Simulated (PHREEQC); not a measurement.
1.5 g of hydrous ferric oxide (600 m²/g; 0.2 weak and 0.005 strong sites per Fe, Dzombak-Morel constants, diffuse double layer) in 1 kg of water with 0.1 mol/kgw of an inert sodium salt, at 25 °C; the pH is set by adding NaOH or the inert anion's acid. Oxygen alone is held at its pressure in air (log pO2 = -0.68). The system is closed to CO2. Precipitation was switched off in this run.

All values are PHREEQC results (ion-association model, wateq4f.dat), not measurements.

### Question
Predict surface charge σ (C/m²), surface potential ψ (mV) at pH = 7, 7.5, 9, 9.5.

### Answer
| pH | surface charge σ (C/m²) | surface potential ψ (mV) |
|---|---|---|
| 7 | 0.045 | 52 |
| 7.5 | 0.022 | 29 |
| 9 | -0.034 | -42 |
| 9.5 | -0.060 | -65 |
